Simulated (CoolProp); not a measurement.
Vapour-liquid equilibrium of hydrogen chloride (1) + n-butane (2) at 0.717 MPa; x and y are mole fractions of (1).

The numbers come from the multi-fluid Helmholtz-energy mixture model, Thol 2018 and Bücker 2006; pair parameters Bell 2016 in CoolProp.

```
x     bubble temperature, mixture model (K)  bubble temperature, Raoult's law (K)  y, mixture model  y, Raoult's law
----  -------------------------------------  ------------------------------------  ----------------  ---------------
0.05                                  312.9                                 314.9             0.460            0.474
0.15                                  275.9                                 288.3             0.839            0.790
0.25                                  257.4                                 272.8             0.927            0.894
0.35                                  248.4                                 262.2             0.954            0.939
0.45                                  243.6                                 254.4             0.966            0.963
0.55                                  240.9                                 248.3             0.972            0.977
0.65                                  238.9                                 243.4             0.976            0.986
0.75                                  237.1                                 239.3             0.981            0.992
0.85                                  235.1                                 235.8             0.987            0.996
0.95                                  232.7                                 232.7             0.995            0.999
```

The largest gap from Raoult's law is -15.4 K in bubble temperature, at x = 0.25. No azeotrope shows between x = 0.05 and 0.95.

The pair parameters rest on a limited set of measurements; away from them the model extrapolates. With so large a gap from Raoult's law the liquid may split in two, which this calculation doesn't test in full.
